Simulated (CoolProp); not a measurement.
R152A at 317.6 K and 1.63 MPa is throttled through a valve to 1 MPa with no heat exchange. Each further row changes one setting.

Values from CoolProp's reference Helmholtz-energy equation of state, Outcalt 1996. It is a modified Benedict-Webb-Rubin equation, recast in Helmholtz form.

```json
[
 {"case": "as stated", "temperature change (K)": "-0.8", "final phase": "?", "final density (kg/m³)": "?"},
 {"case": "outlet pressure 0.3 MPa", "temperature change (K)": "-40.8", "final phase": "two-phase, vapour fraction 0.242", "final density (kg/m³)": "37.8"},
 {"case": "outlet pressure 1.3 MPa", "temperature change (K)": "-0.0", "final phase": "?", "final density (kg/m³)": "849"}
]
```

Task: Some entries are withheld; supply them.

Result: 
- as stated, final phase: two-phase, vapour fraction 0.006
- as stated, final density (kg/m³): 734
- outlet pressure 1.3 MPa, final phase: liquid
